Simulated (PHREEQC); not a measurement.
Consider water at 20 °C with 0.0017 mol LiF per kg of water. Closed to the air; pH follows from the charge balance.

The numbers come from PHREEQC with the ion-association model, phreeqc.dat.

No solid was allowed to form.

Problem. What pH, specific conductance does the model give?

Solution. pH 7.33; specific conductance 136 µS/cm.

Species that the database lacks are ignored.
